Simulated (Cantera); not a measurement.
A closed system holds: 1 mol Si2Cl6, 14 mol NH3, held at 1427 °C and 0.0398 Torr.

Method: chemical equilibrium by Gibbs-energy minimisation in Cantera with the NASA 1993 tables (ideal gas, pure condensed phases). Candidate condensed phases: NH4Cl, Si, Si3N4; 28 gas species. The feed counts by its element totals alone. The tables' values for SiCl, SiCl3, SiN are old estimates; treat these amounts as uncertain. Rates play no part.

Base state: H2 0.609, N2 0.221, HCl 0.0901, SiCl2 0.0477, H 0.0158, Si 0.0128, Cl 0.00182, SiCl 0.00174 (mole fractions); condensed: Si(l).

Task: What changes in the equilibrium state with this change: Si2Cl6 replaced by SiH2Cl2?

Result: 
```tsv
species	before	after
H2	0.609	0.687
N2	0.221	0.228
HCl	0.0901	0.0437
SiCl2	0.0477	0.00994
H	0.0158	0.0168
Si	0.0128	0.0128
SiCl3	3.23e-5	3.07e-6
SiCl	0.00174	0.000796
Si(l), mol	0.0114	0.265
```
The tables' values for SiCl, SiN are old estimates; treat these amounts as uncertain.
